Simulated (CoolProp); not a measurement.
Vapour-liquid equilibrium of CHF3 (R23) (1) + R143a (2) at 6.16 bar; x and y are mole fractions of (1).

The numbers come from the multi-fluid Helmholtz-energy mixture model, Penoncello 2003 and Lemmon and Jacobsen 2000; pair parameters Bell 2016 in CoolProp.

| x | bubble temperature, mixture model (K) | bubble temperature, Raoult's law (K) | y, mixture model | y, Raoult's law |
|---|---|---|---|---|
| 0.05 | 269.6 | 268.4 | 0.131 | 0.178 |
| 0.2 | 259.7 | 257.6 | 0.452 | 0.519 |
| 0.35 | 251.1 | 249.6 | 0.664 | 0.708 |
| 0.5 | 244.1 | 243.4 | 0.797 | 0.824 |
| 0.65 | 238.7 | 238.3 | 0.882 | 0.900 |
| 0.8 | 234.3 | 234.2 | 0.941 | 0.952 |
| 0.95 | 230.7 | 230.6 | 0.986 | 0.990 |

The largest gap from Raoult's law is +2.1 K in bubble temperature, at x = 0.2. No azeotrope shows between x = 0.05 and 0.95.

The pair parameters rest on a limited set of measurements; away from them the model extrapolates.
